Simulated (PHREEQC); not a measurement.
## Acid rinse or clean

Make-up at 25 °C: 140 mmol/kgw HCl and 5.1 mmol/kgw ZnSO4. Closed to the air; pH follows from the charge balance.

Computed with PHREEQC (ion-association model, phreeqc.dat).

Each row changes one thing in this solution. Precipitation was switched off in this run.

| case | pH | ionic strength (mol/kgw) | Zn+2 (mol/kgw) | HSO4- (mol/kgw) | SO4-2 (mol/kgw) | ZnSO4 (mol/kgw) |
|---|---|---|---|---|---|---|
| as made | 0.96 | 0.151 | 0.00441 | 0.00410 | 0.000900 | 9.57e-5 |
| HCl from 0.14 to 0.154 mol/kgw | 0.92 | 0.164 | 0.00438 | 0.00416 | 0.000853 | 8.45e-5 |
| 0.14 mol/kgw FeCl3 added | 0.98 | 0.580 | 0.00394 | 0.000952 | 0.000356 | 1.13e-5 |
| temperature from 25 to 35 °C | 0.96 | 0.150 | 0.00418 | 0.00426 | 0.000757 | 7.95e-5 |
| HCl left out | 5.83 | 0.0152 | 0.00379 | 3.75e-7 | 0.00375 | 0.00127 |
| temperature from 25 to 85 °C | 0.97 | 0.145 | 0.00245 | 0.00483 | 0.000251 | 1.72e-5 |

Complexes and solids missing from the database can't appear. Some of these states are supersaturated (in Hematite (slow to form), Goethite (slow to form), for instance). At this temperature some constants are extrapolated from 25 °C, and those without enthalpy data are left unchanged.
